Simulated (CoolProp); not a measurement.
Saturated liquid density (kg/m³) of CH2F2 (R32): the reference equation beside estimates from Tc = 351.3 K, pc = 5.783 MPa, ω = 0.277. Rackett uses Z = 0.29056 − 0.08775 ω.

Model: reference Helmholtz-energy equation of state, Tillner-Roth 1997, in CoolProp.

```json
[
 {"T (K)": "219.8", "reference": "1218", "Rackett": "1051", "Redlich-Kwong": "915.0", "Soave-Redlich-Kwong": "948.5"},
 {"T (K)": "232.6", "reference": "1182", "Rackett": "1021", "Redlich-Kwong": "885.5", "Soave-Redlich-Kwong": "921.4"},
 {"T (K)": "245.4", "reference": "1144", "Rackett": "989.7", "Redlich-Kwong": "853.6", "Soave-Redlich-Kwong": "891.5"},
 {"T (K)": "258.2", "reference": "1105", "Rackett": "956.7", "Redlich-Kwong": "819.3", "Soave-Redlich-Kwong": "858.7"},
 {"T (K)": "271", "reference": "1063", "Rackett": "921.5", "Redlich-Kwong": "781.9", "Soave-Redlich-Kwong": "822.1"},
 {"T (K)": "283.8", "reference": "1017", "Rackett": "883.5", "Redlich-Kwong": "740.9", "Soave-Redlich-Kwong": "781.2"},
 {"T (K)": "296.6", "reference": "967.4", "Rackett": "842.0", "Redlich-Kwong": "695.5", "Soave-Redlich-Kwong": "734.8"},
 {"T (K)": "309.4", "reference": "911.2", "Rackett": "795.3", "Redlich-Kwong": "644.2", "Soave-Redlich-Kwong": "681.1"},
 {"T (K)": "322.2", "reference": "844.8", "Rackett": "740.5", "Redlich-Kwong": "584.6", "Soave-Redlich-Kwong": "617.2"}
]
```

Absolute difference from the reference over all 9 rows, mean and median: Rackett 13.2 and 13.3 %, Redlich-Kwong 27.0 and 26.4 %, Soave-Redlich-Kwong 23.4 and 22.7 %.
